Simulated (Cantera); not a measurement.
What does this Cantera script print?

```python
import numpy as np
import cantera as ct

gas = ct.Solution("gri30.yaml")
gas.TPX = 1275, 16000, {'CH4': 4.4, 'CO2': 0.41}
reactor = ct.IdealGasConstPressureReactor(gas, energy="off", clone=False)
net = ct.ReactorNet([reactor])
net.rtol, net.atol = 1e-08, 1e-18
show = ['CH4', 'CO2', 'H2O', 'H', 'OH', 'HO2', 'C2H']
times = np.geomspace(1e-05, 30, 14)

steps = ct.SolutionArray(gas, extra=["t"])
rows = []
print(f"{'t/s':>10s}{'T/K':>9s}{'P/Pa':>11s}" + "".join(f"{s:>11s}" for s in show))
for t in times:
    while net.time < t:
        t_next = net.step()
        steps.append(gas.state, t=t_next)
    rows.append([np.interp(t, steps.t, y) for y in (steps.T, steps.P, *steps(*show).X.T)])
    print(f"{t:10.3e}{rows[-1][0]:9.1f}{rows[-1][1]:11.4g}" + "".join(f"{x:11.3e}" for x in rows[-1][2:]))
rate = np.gradient(steps.T, steps.t)
print("integrator steps:", len(steps.t))
if steps.T.max() > steps.T[0] + 200:
    print(f"time of steepest temperature rise: {steps.t[rate.argmax()]:.4e} s")
gas.TPX = 1275, 16000, {'CH4': 4.4, 'CO2': 0.41}
gas.equilibrate("TP")
print(f"equilibrium (TP): T = {gas.T:.1f} K  " + "  ".join(f"{s} {gas[s].X[0]:.3e}" for s in show))
```

It prints:

```
       t/s      T/K       P/Pa        CH4        CO2        H2O          H         OH        HO2        C2H
 1.000e-05   1275.0    1.6e+04  9.148e-01  8.524e-02  2.519e-12  3.733e-10  7.466e-14  8.760e-25  8.678e-36
 3.149e-05   1275.0    1.6e+04  9.148e-01  8.524e-02  8.539e-12  3.733e-10  7.466e-14  2.908e-24  8.355e-33
 9.919e-05   1275.0    1.6e+04  9.148e-01  8.524e-02  2.750e-11  3.733e-10  7.466e-14  8.775e-24  5.657e-30
 3.124e-04   1275.0    1.6e+04  9.148e-01  8.524e-02  8.721e-11  3.734e-10  7.467e-14  2.289e-23  2.568e-27
 9.839e-04   1275.0    1.6e+04  9.148e-01  8.524e-02  2.754e-10  3.738e-10  7.476e-14  4.239e-23  9.737e-25
 3.099e-03   1275.0    1.6e+04  9.148e-01  8.524e-02  8.711e-10  3.779e-10  7.558e-14  4.713e-23  3.476e-22
 9.760e-03   1275.0    1.6e+04  9.147e-01  8.524e-02  2.825e-09  4.056e-10  8.112e-14  4.424e-23  1.182e-19
 3.074e-02   1275.0    1.6e+04  9.147e-01  8.524e-02  9.659e-09  4.510e-10  9.026e-14  4.515e-23  9.227e-18
 9.681e-02   1275.0    1.6e+04  9.146e-01  8.524e-02  3.351e-08  5.124e-10  1.027e-13  4.971e-23  7.972e-17
 3.049e-01   1275.0    1.6e+04  9.144e-01  8.524e-02  1.316e-07  7.571e-10  1.528e-13  6.880e-23  7.154e-16
 9.603e-01   1275.0    1.6e+04  9.133e-01  8.522e-02  7.668e-07  1.905e-09  3.918e-13  1.580e-22  1.191e-14
 3.024e+00   1275.0    1.6e+04  9.089e-01  8.507e-02  7.467e-06  6.933e-09  1.509e-12  5.717e-22  2.147e-13
 9.525e+00   1275.0    1.6e+04  8.928e-01  8.434e-02  8.306e-05  2.453e-08  6.255e-12  2.387e-21  1.895e-12
 3.000e+01   1275.0    1.6e+04  8.438e-01  8.142e-02  8.220e-04  7.392e-08  2.727e-11  1.055e-20  7.975e-12
integrator steps: 1167
equilibrium (TP): T = 1275.0 K  CH4 2.622e-01  CO2 1.810e-08  H2O 1.335e-07  H 1.299e-06  OH 4.117e-15  HO2 5.107e-31  C2H 1.006e-10
```

Model: GRI-Mech 3.0 (53 species, 325 reactions), integrated in Cantera. GRI-Mech 3.0 stops at C3 and has no aromatics, soot or wall deposition, so with more carbon than oxygen in the feed, carbon stays in small species such as C2H2 where larger ones or solid carbon would form.
